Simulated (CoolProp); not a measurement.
Computed with CoolProp (reference Helmholtz-energy equation of state, Lemmon 2006). It is a short technical equation, of lower accuracy than the large ones.

Q: For isopentane, give the phase and the cp (kJ/(kg K)), speed of sound (m/s), Joule-Thomson coefficient (K/MPa), isothermal compressibility (1/MPa) at 464.7 K and 3 MPa.

A: 
- 464.7 K and 3 MPa: gas; cp 3.62, speed of sound 144, Joule-Thomson coefficient 15.1, isothermal compressibility 0.745
